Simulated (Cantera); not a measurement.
An isothermal, constant-pressure homogeneous reactor starts with CH4 : H2O : N2 = 1 : 2.3 : 0.3 (molar parts), at 1200 K and 10.0 bar.

Computed with Cantera and GRI-Mech 3.0 (53 species, 325 reactions).

Q: Predict: x(CH4) at 100 s; x(H2O) at 100 s; x(C2H2) at 100 s; x(CH2O) at 100 s; x(CH2CO) at 100 s; x(C2H6) at 100 s.

A: 
| Quantity | Value |
|---|---|
| x(CH4) at 100 s | 0.237 (gas-phase equilibrium 0.00487) |
| x(H2O) at 100 s | 0.623 (gas-phase equilibrium 0.203) |
| x(C2H2) at 100 s | 0.00273 (gas-phase equilibrium 5.63e-10) |
| x(CH2O) at 100 s | 2.45e-7 (gas-phase equilibrium 3.83e-7) |
| x(CH2CO) at 100 s | 1.94e-6 (gas-phase equilibrium 1.13e-9) |
| x(C2H6) at 100 s | 0.000809 (gas-phase equilibrium 3.25e-8) |
